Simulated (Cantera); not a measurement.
Charge: 1 mol MgO, 25 mol HCl, 0.22 mol O2, 3.6 mol SiCl4, equilibrated at 99.0 mbar.

Equilibrium computed with Cantera from the NASA thermochemical tables; the gas is ideal and each condensed phase is pure. Candidate condensed phases: H2O, Mg, MgCl2, MgO, Mg(OH)2, MgSiO3, Mg2SiO4, Si, SiO2; 38 gas species. Mutual solubility and eutectic melting of coexisting phases are not modelled. The tables hold silica as quartz up to 1696 K and as liquid above; real silica turns to tridymite and cristobalite and melts near 1996 K. Condensed phases not in the tables: alloys, solid solutions and most ternary compounds. Kinetics and transport are ignored.

x: gas mole fraction; n: condensed amount in mol.

```json
[
 {"T (K)": "1048", "x HCl": "0.878", "x SiCl4": "0.101", "x MgCl2": "0.00552", "x Cl2": "0.0153", "x Cl": "0.000303", "n MgCl2(l)": "0.843", "n SiO2(β-quartz)": "0.720"},
 {"T (K)": "1073", "x HCl": "0.874", "x SiCl4": "0.101", "x MgCl2": "?", "x Cl2": "0.0152", "x Cl": "?", "n MgCl2(l)": "?", "n SiO2(β-quartz)": "0.720"},
 {"T (K)": "1098", "x HCl": "0.869", "x SiCl4": "0.100", "x MgCl2": "0.0149", "x Cl2": "0.0150", "x Cl": "0.000576", "n MgCl2(l)": "0.571", "n SiO2(β-quartz)": "0.720"},
 {"T (K)": "1123", "x HCl": "0.862", "x SiCl4": "0.0993", "x MgCl2": "0.0236", "x Cl2": "0.0148", "x Cl": "0.000774", "n MgCl2(l)": "0.314", "n SiO2(β-quartz)": "0.720"},
 {"T (K)": "1148", "x HCl": "0.852", "x SiCl4": "0.0982", "x MgCl2": "0.0341", "x Cl2": "0.0145", "x Cl": "0.00103", "n MgCl2(l)": "0", "n SiO2(β-quartz)": "0.720"},
 {"T (K)": "1173", "x HCl": "0.852", "x SiCl4": "0.0982", "x MgCl2": "0.0341", "x Cl2": "0.0143", "x Cl": "0.00135", "n MgCl2(l)": "0", "n SiO2(β-quartz)": "0.720"},
 {"T (K)": "1198", "x HCl": "0.852", "x SiCl4": "0.0981", "x MgCl2": "0.0341", "x Cl2": "0.0141", "x Cl": "0.00175", "n MgCl2(l)": "0", "n SiO2(β-quartz)": "0.720"},
 {"T (K)": "1223", "x HCl": "0.852", "x SiCl4": "0.0981", "x MgCl2": "0.0341", "x Cl2": "0.0139", "x Cl": "0.00224", "n MgCl2(l)": "0", "n SiO2(β-quartz)": "0.720"},
 {"T (K)": "1248", "x HCl": "0.851", "x SiCl4": "0.0981", "x MgCl2": "0.0341", "x Cl2": "0.0136", "x Cl": "?", "n MgCl2(l)": "0", "n SiO2(β-quartz)": "0.720"},
 {"T (K)": "1273", "x HCl": "0.851", "x SiCl4": "0.0981", "x MgCl2": "0.0340", "x Cl2": "0.0132", "x Cl": "0.00354", "n MgCl2(l)": "0", "n SiO2(β-quartz)": "0.720"}
]
```

Task: What belongs in the gaps?

Result: 
- 1248, x Cl: 0.00283
- 1073, x MgCl2: 0.00919
- 1073, x Cl: 0.000421
- 1073, n MgCl2(l): 0.737
